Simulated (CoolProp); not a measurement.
A simple Rankine cycle with water: condensing at 312.15 K, boiler at 12.4 MPa, turbine inlet 602.6 K, turbine efficiency 0.75, pump efficiency 0.7, no recuperator. Each further row changes one setting.

Computed with CoolProp (reference Helmholtz-energy equation of state, Wagner 2002).

```csv
case,thermal efficiency (%),net work (kJ/kg),heat in (kJ/kg),turbine exit temperature (K),volume ratio over the turbine
as stated,28.8,725,2520,312.1,1090
turbine inlet 622.6 K,___,773,2650,312.1,980
condensing temperature 304.15 K,29.6,755,2550,304.1,___
boiler pressure 8.68 MPa,___,772,2710,312.1,662
turbine efficiency 0.65,24.9,626,2520,312.1,1150
```

Task: Some entries are withheld; supply them.

Result: 
- turbine inlet 622.6 K, thermal efficiency (%): 29.2
- condensing temperature 304.15 K, volume ratio over the turbine: 1650
- boiler pressure 8.68 MPa, thermal efficiency (%): 28.5

The expansion ends wet for: as stated; turbine inlet 622.6 K; condensing temperature 304.15 K; boiler pressure 8.68 MPa; turbine efficiency 0.65.
